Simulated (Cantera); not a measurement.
Cantera with NASA thermochemical tables; ideal gases at 1 bar, condensed phases pure. Values are per mole of reaction as written; species without (g) are pure solids or liquids, kept so even where they would boil at 1 bar. VN: taken at fixed stoichiometry.

**Question.** Between 300 and 1348 K, where is each reaction favourable under standard conditions?
- 2 OH(g) + V2O3 ⇌ H2O(g) + 2 VO2(g)
- 2 N(g) + V2O3 + 3 H2O(g) ⇌ 2 VN + 3 H2O2(g)

**Answer.** 
- 2 OH(g) + V2O3 ⇌ H2O(g) + 2 VO2(g): ΔG° is 357 kJ at 300 K and 136 kJ at 1348 K; it stays positive (K < 1). ΔH° is 383 kJ and ΔS° 183 J/K at 1348 K.
- 2 N(g) + V2O3 + 3 H2O(g) ⇌ 2 VN + 3 H2O2(g): ΔG° is 214 kJ at 300 K and 443 kJ at 1348 K; it stays positive (K < 1). ΔH° is 138 kJ and ΔS° -226 J/K at 1348 K.
